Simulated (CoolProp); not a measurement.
Vapour-liquid equilibrium of R152A (1) + n-butane (2) at 269.6 K; x and y are mole fractions of (1).

The numbers come from the multi-fluid Helmholtz-energy mixture model, Outcalt 1996 and Bücker 2006; pair parameters Bell 2016 in CoolProp.

### Question
Give the bubble pressure and the first vapour's composition at x = 0.5, 0.65, 0.8. Is there an azeotrope?

### Answer
x = 0.5: 236.0 kPa, y = 0.705; x = 0.65: 243.0 kPa, y = 0.743; x = 0.8: 246.4 kPa, y = 0.802. y crosses x between x = 0.8 and 0.95: the model has an azeotrope there.

Pair parameters are fitted to limited data, so mixtures are less certain than the pure fluids. With so large a gap from Raoult's law the liquid may split in two, which this calculation doesn't test in full.
